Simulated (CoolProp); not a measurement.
Vapour-liquid equilibrium of diethyl ether (1) + ethanol (2) at 0.54 MPa; x and y are mole fractions of (1).

Computed with CoolProp (multi-fluid Helmholtz-energy mixture model, Thol 2014 and Schroeder 2014; pair parameters Bell 2016).

Task: Give the bubble temperature and the first vapour's composition at x = 0.575, 0.65, 0.725. Is there an azeotrope?

Result: x = 0.575: 98.9 °C, y = 0.765; x = 0.65: 97.4 °C, y = 0.801; x = 0.725: 96.0 °C, y = 0.837. No azeotrope shows between x = 0.05 and 0.95.

The pair parameters rest on a limited set of measurements; away from them the model extrapolates.
